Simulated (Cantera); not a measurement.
Charge: 1 mol CuO, 0.52 mol CH4, 0.59 mol H2, equilibrated at 825 K.

These are equilibrium values from Cantera (NASA tables, ideal gas, pure condensed phases), not measurements of a reactor. Candidate condensed phases: C, C6H6, C7H8, C8H18, Cu, CuO, Cu(OH)2, Cu2O, H2O; 113 gas species. The numbers say what is thermodynamically allowed, not how fast it happens.

x: gas mole fraction; n: condensed amount in mol.

```
P (Pa)    x H2  x H2O     x CH4    x CO   x CO2    x C2H6  n Cu(s)
-------  -----  -----  --------  ------  ------  --------  -------
10       0.634  0.124   3.35e-8   0.142  0.0994    <1e-12     1.00
42       0.634  0.124         …   0.142  0.0994    <1e-12     1.00
180      0.634  0.124   1.09e-5   0.142  0.0994    <1e-12     1.00
750      0.634  0.124  0.000188   0.142  0.0994  1.54e-12     1.00
3200     0.629  0.127   0.00320   0.140   0.101  4.51e-10     1.00
13000    0.588  0.156    0.0294   0.117   0.110   4.08e-8     1.00
56000        …      …         …       …   0.124         …     1.00
240000   0.316  0.357     0.176  0.0301   0.121   2.71e-6     1.00
1000000  0.193  0.453     0.233  0.0129   0.108   7.84e-6     1.00
```

Some entries are withheld; supply them.


- 42, x CH4: 5.91e-7
- 56000, x H2: 0.467
- 56000, x H2O: 0.243
- 56000, x CH4: 0.0995
- 56000, x CO: 0.0666
- 56000, x C2H6: 5.89e-7
